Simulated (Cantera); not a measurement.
A perfectly stirred reactor is fed with CH4 : CO2 : H2 = 1 : 2.5 : 1.1 (molar parts), at 1.00 bar; it is held at 2073 K, and followed from long to short residence time.

Detailed kinetics in Cantera: GRI-Mech 3.0 (53 species, 325 reactions).

x: mole fraction; the columns are a selection and need not sum to one.

| τ (s) | x CH4 | x CO2 | x H2 | x H | x CH3 |
|---|---|---|---|---|---|
| 0.85 | 0.000405 | 0.0565 | 0.297 | 0.00136 | 3.61e-5 |
| 0.42 | … | 0.0569 | 0.296 | 0.00135 | … |
| 0.20 | 0.00149 | 0.0578 | 0.294 | 0.00134 | 0.000132 |
| 0.099 | 0.00259 | 0.0597 | 0.291 | 0.00133 | 0.000229 |
| 0.048 | 0.00428 | 0.0634 | 0.284 | 0.00130 | 0.000381 |
| 0.023 | 0.00669 | 0.0706 | 0.272 | 0.00127 | 0.000602 |
| 0.011 | … | … | 0.255 | 0.00121 | … |
| 0.0056 | 0.0140 | 0.102 | 0.238 | 0.00113 | 0.00128 |
| 0.0027 | 0.0204 | 0.133 | 0.221 | 0.00104 | 0.00183 |
| 0.0013 | 0.0307 | 0.180 | 0.216 | 0.000966 | 0.00259 |

### Question
Fill in the missing entries.

### Answer

- 0.42, x CH4: 0.000784
- 0.42, x CH3: 6.95e-5
- 0.011, x CH4: 0.00996
- 0.011, x CO2: 0.0834
- 0.011, x CH3: 0.000906
